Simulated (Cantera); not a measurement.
Feed: 1 mol Hg, 9.3 mol H2, equilibrated at 1498 K and 180 Torr.

Method: chemical equilibrium by Gibbs-energy minimisation in Cantera with the NASA 1993 tables (ideal gas, pure condensed phases). Candidate condensed phases: Hg; 3 gas species. Rates play no part.

Problem. What is the equilibrium state?

Solution. 
```
Item                                  Value
--------------------------------  ---------
x(H2)                                 0.903
x(Hg)                                0.0971
x(H)                                3.33e-5
gas amount                        10.30 mol
log10 activity of Hg(l) (absent)      -4.37
```
